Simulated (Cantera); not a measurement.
What does this Cantera script print?

```python
import numpy as np
import cantera as ct

gas_names = [...]  # 50 gases of nasa_gas.yaml made of Br, H, N, O
cond_names = """
    Br2(cr) Br2(L) H2O(s) H2O(L)
""".split()


# ... load() reads the species with a 1 bar reference pressure and builds the phases ...
atoms = {
    'HBr': {'H': 1, 'Br': 1},
    'O2': {'O': 2},
    'N2': {'N': 2},
}
top_T = {}  # K; cautious upper limits of use, not melting points


# ... equilibrate(T, P, feed) seeds the gas with the atoms and calls Mixture.equilibrate('TP', solver="vcs", rtol=1e-11, max_steps=5000) ...
results = []
feed = {'HBr': 1, 'O2': 0.15, 'N2': 15}  # mol
P = 101325  # Pa
for T in [2500, 3000, 3500, 4000, 4500, 5000]:
    mix = equilibrate(T, P, feed)
    results.append((T, P, feed, dict(zip(mix.species_names, mix.species_moles))))

top = {s: max(r[3][s] / sum(r[3][g] for g in gas_names) for r in results) for s in gas_names}
cols = sorted((s for s in top if top[s] > 1e-05), key=lambda s: -top[s])[:5]
seen = [c for c in cond_names if any(r[3].get(c, 0) > 1e-12 for r in results)]
print("log10 of partial pressures in bar; condensed amounts in mol")
print(f"{'T/K':>10s}" + "".join(f"{s[:9]:>10s}" for s in cols + seen))
for T, P, feed, n in results:
    ng = sum(n[g] for g in gas_names)
    print(f"{T:10.4g}" + "".join(f"{np.log10(max(n[s] / ng * P / 1e5, 1e-99)):10.3f}" for s in cols)
          + "".join(f"{n.get(c, 0):10.4g}" for c in seen))
```

Result:

```
log10 of partial pressures in bar; condensed amounts in mol
       T/K        N2        Br         H         N         O
      2500    -0.034    -1.325    -2.703    -6.551    -3.655
      3000    -0.042    -1.263    -1.788    -4.877    -2.493
      3500    -0.052    -1.240    -1.363    -3.680    -1.988
      4000    -0.056    -1.234    -1.257    -2.779    -1.846
      4500    -0.060    -1.234    -1.240    -2.076    -1.804
      5000    -0.071    -1.239    -1.241    -1.515    -1.791
```

Method: chemical equilibrium by Gibbs-energy minimisation in Cantera with the NASA 1993 tables (ideal gas, pure condensed phases).
